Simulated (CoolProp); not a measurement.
A closed Brayton cycle with nitrogen: compressor inlet 325.15 K and 2.6 MPa, high pressure 5.09 MPa, turbine inlet 960 K, compressor efficiency 0.8, turbine efficiency 0.93, recuperator effectiveness 0.9 (on enthalpy, no pinch check). Each further row changes one setting.

Values from CoolProp's reference Helmholtz-energy equation of state, Span 2000.

| case | thermal efficiency (%) | net work (kJ/kg) | compressor to turbine work | compressor exit (K) | turbine exit (K) |
|---|---|---|---|---|---|
| as stated | (withheld) | 75.5 | 0.54 | 411.5 | 816.9 |
| turbine inlet 910 K | 33.7 | 66.8 | (withheld) | 411.5 | 773.1 |
| compressor inlet 335.15 K | 34.5 | (withheld) | 0.56 | 424.1 | 816.9 |
| high pressure 4.33 MPa | (withheld) | 61.5 | (withheld) | 389.2 | 849.5 |
| recuperator effectiveness 0.5 | (withheld) | 75.5 | 0.54 | 411.5 | 816.9 |

Problem. Complete the blanks.

Solution. 
- as stated, thermal efficiency (%): 35.6
- turbine inlet 910 K, compressor to turbine work: 0.57
- compressor inlet 335.15 K, net work (kJ/kg): 72.6
- high pressure 4.33 MPa, thermal efficiency (%): 34.1
- high pressure 4.33 MPa, compressor to turbine work: 0.52
- recuperator effectiveness 0.5, thermal efficiency (%): 19.4
